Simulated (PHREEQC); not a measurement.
A column of 0.2 m (30 cells, dispersivity 0.016 m, 720 s a shift, diffusion coefficient 3e-10 m²/s) holds 0.024 eq of the database's cation exchanger X per kg of pore water, first in equilibrium with 34 mmol/kgw KBr, 0.42 mmol/kgw NH4Cl and 0.01 mmol/kgw HCl. It is flushed with 14 mmol/kgw SrCl2 and 0.01 mmol/kgw HCl, at 25 °C. Values are for the last cell. The system is closed to CO2. Nothing may precipitate in this run.

The series has 31 steps of pore volumes, from 0 to 4.017.

Equilibrium calculation in PHREEQC: ion-association model, phreeqc.dat.

Task: After how many pore volumes does Sr at the outlet first reach half of its feed value?

Result: By 1.8 pore volumes.

Species that the database lacks are ignored.
